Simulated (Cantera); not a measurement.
Input: 1 mol Cr, 0.14 mol NH3, 290 mol H2, equilibrated at 465 Torr.

These are equilibrium values from Cantera (NASA tables, ideal gas, pure condensed phases), not measurements of a reactor. Candidate condensed phases: Cr, CrN, Cr2N; 11 gas species. Equilibrium is a limit: real reactors are often held back by kinetics, nucleation or transport.

Question: At 1748 K, list the 4 most abundant gas species with their mole fractions, and the condensed phases.

Answer: H2 0.999, H 0.000290, N2 0.000241, Cr 7.04e-5. Condensed: Cr(s).
